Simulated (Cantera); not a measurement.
Charge: 1 mol SiO2, 280 mol H2, 10 mol N2, held at 59.0 Pa.

These are equilibrium values from Cantera (NASA tables, ideal gas, pure condensed phases), not measurements of a reactor. Candidate condensed phases: H2O, Si, SiO2, Si2N2O, Si3N4; 35 gas species. The tables hold silica as quartz up to 1696 K and as liquid above; real silica turns to tridymite and cristobalite and melts near 1996 K. Rates play no part.

Q: Which condensed phases are stable at each of these points (T (°C)): 1052, 1102, 1152, 1202, 1252, 1302, 1352, 1402, 1452, 1502, 1552, 1602, 1652, 1702?

A: 
```json
[
 {"T (°C)": "1052", "condensed phases": "SiO2(β-quartz)", "Si condensed (%)": "97.3"},
 {"T (°C)": "1102", "condensed phases": "SiO2(β-quartz)", "Si condensed (%)": "93.3"},
 {"T (°C)": "1152", "condensed phases": "SiO2(β-quartz)", "Si condensed (%)": "84.5"},
 {"T (°C)": "1202", "condensed phases": "SiO2(β-quartz)", "Si condensed (%)": "66.4"},
 {"T (°C)": "1252", "condensed phases": "SiO2(β-quartz)", "Si condensed (%)": "30.7"},
 {"T (°C)": "1302", "condensed phases": "gas only", "Si condensed (%)": "0.0"},
 {"T (°C)": "1352", "condensed phases": "gas only", "Si condensed (%)": "0.0"},
 {"T (°C)": "1402", "condensed phases": "gas only", "Si condensed (%)": "0.0"},
 {"T (°C)": "1452", "condensed phases": "gas only", "Si condensed (%)": "0.0"},
 {"T (°C)": "1502", "condensed phases": "gas only", "Si condensed (%)": "0.0"},
 {"T (°C)": "1552", "condensed phases": "gas only", "Si condensed (%)": "0.0"},
 {"T (°C)": "1602", "condensed phases": "gas only", "Si condensed (%)": "0.0"},
 {"T (°C)": "1652", "condensed phases": "gas only", "Si condensed (%)": "0.0"},
 {"T (°C)": "1702", "condensed phases": "gas only", "Si condensed (%)": "0.0"}
]
```

From 1052 °C to 1252 °C the condensed part is SiO2(β-quartz). From 1302 °C to 1702 °C nothing is condensed.
